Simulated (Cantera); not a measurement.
What does this Cantera script print?

```python
import numpy as np
import cantera as ct

gas = ct.Solution("gri30.yaml", transport_model="mixture-averaged")
show = ['NH3', 'NO', 'CH3']

rows = []
print(f"{'T/K':>7s}{'rho':>11s}{'cp':>10s}{'mu':>11s}{'lambda':>11s}{'Pr':>7s}" + "".join(f"{'D_' + s:>11s}" for s in show))
for T in [400, 550, 700, 850, 1000, 1150, 1300, 1450]:
    gas.TPX = T, 2400, {'CH3OH': 0.055, 'C2H4': 0.74}
    Pr = gas.cp_mass * gas.viscosity / gas.thermal_conductivity
    D = [gas.mix_diff_coeffs_mole[gas.species_index(s)] for s in show]
    rows.append([gas.density, gas.cp_mass, gas.viscosity, gas.thermal_conductivity, Pr, *D])
    print(f"{T:7g}{gas.density:11.4e}{gas.cp_mass:10.1f}{gas.viscosity:11.4e}"
          f"{gas.thermal_conductivity:11.4e}{Pr:7.3f}" + "".join(f"{d:11.4e}" for d in D))
print("SI units: kg/m3, J/kg/K, Pa s, W/m/K, m2/s")
```

Result:

```
    T/K        rho        cp         mu     lambda     Pr      D_NH3       D_NO      D_CH3
    400 2.0444e-02    1855.2 1.3332e-05 3.3236e-02  0.744 1.1712e-03 1.1296e-03 1.2312e-03
    550 1.4868e-02    2349.1 1.7775e-05 5.5806e-02  0.748 2.1768e-03 1.9922e-03 2.1959e-03
    700 1.1682e-02    2748.1 2.1749e-05 7.9697e-02  0.750 3.4304e-03 3.0308e-03 3.3634e-03
    850 9.6206e-03    3040.5 2.5360e-05 1.0357e-01  0.744 4.9036e-03 4.2288e-03 4.7133e-03
   1000 8.1775e-03    3310.6 2.8683e-05 1.2690e-01  0.748 6.5757e-03 5.5742e-03 6.2310e-03
   1150 7.1109e-03    3517.4 3.1778e-05 1.4947e-01  0.748 8.4312e-03 7.0579e-03 7.9056e-03
   1300 6.2904e-03    3689.5 3.4686e-05 1.7119e-01  0.748 1.0458e-02 8.6728e-03 9.7288e-03
   1450 5.6397e-03    3831.9 3.7441e-05 1.9205e-01  0.747 1.2647e-02 1.0413e-02 1.1694e-02
SI units: kg/m3, J/kg/K, Pa s, W/m/K, m2/s
```

Detailed kinetics in Cantera: GRI-Mech 3.0 (53 species, 325 reactions). Polar gases are described roughly by these parameters. The composition is frozen, though it would react at the higher temperatures.
